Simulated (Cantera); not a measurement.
Charge: 1 mol Si₃N₄, 0.53 mol CO₂, 2.5 mol N₂, equilibrated at 1277 °C and 13.3 mbar.

Equilibrium computed with Cantera from the NASA thermochemical tables; the gas is ideal and each condensed phase is pure. Candidate condensed phases: C, Si, SiC, SiO₂, Si₂N₂O, Si₃N₄; 34 gas species. Mutual solubility and eutectic melting of coexisting phases are not modelled. Kinetics and transport are ignored.

Base state: N₂ 0.999, CO 0.000737, SiO 4.41e-5 (mole fractions); condensed: SiC(s) + Si₂N₂O(s) + Si₃N₄(s).

Problem. What changes in the equilibrium state with this change: temperature from 1277 °C to 1002 °C?

Solution. 
```tsv
species	before	after
N₂	0.999	1.000
CO	0.000737	1.53e-5
SiO	4.41e-5	2.71e-9
SiC(s), mol	0.528	0
Si₂N₂O(s), mol	1.06	1.06
Si₃N₄(s), mol	0.119	0.293
C(graphite), mol	0	0.530
```
